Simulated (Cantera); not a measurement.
A closed system holds: 1 mol acetone, 1.3 mol NH3, held at 2848 K and 1.00 Torr.

Method: chemical equilibrium by Gibbs-energy minimisation in Cantera with the NASA 1993 tables (ideal gas, pure condensed phases). Candidate condensed phases: C, C6H6, C7H8, C8H18, H2O; 136 gas species. The feed counts by its element totals alone. Equilibrium is a limit: real reactors are often held back by kinetics, nucleation or transport.

Task: What is the equilibrium state?

Result: 
```json
{
  "x(H)": "0.711",
  "x(CO)": "0.0884",
  "x(H2)": "0.0722",
  "x(N2)": "0.0483",
  "x(C3)": "0.0420",
  "x(HCN)": "0.00894",
  "x(C)": "0.00826",
  "x(CN)": "0.00780",
  "x(C2)": "0.00415",
  "gas_amount": "11.31 mol",
  "log10 activity of C(graphite) (absent)": "0.00"
}
```
